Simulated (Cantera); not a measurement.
A diamond (100) surface in a fixed gas of H2 with x(CH4) = 0.0092, x(H) = 0.011, x(CH3) = 3.7e-05, 7000 Pa; coverages are run to steady state.

Model: the Harris–Goodwin 1993 mechanism for the reconstructed diamond (100) surface, integrated in Cantera.

One state of this run: growth (µm/h) = 1.50; θ c6HH = 0.573; θ c6H* = 0.0207; θ c6*H = 0.392; θ c6** = 0.0116; θ c6HM = 0.00162. θ: site fractions in the mechanism's names (c6HH fully hydrogenated, c6H* and c6*H radical sites, c6** diradical, c6HM methylated).

Task: Which value of T (K) does it belong to?
A) 1025
B) 1250
C) 1100
D) 950

Result: A, 1025
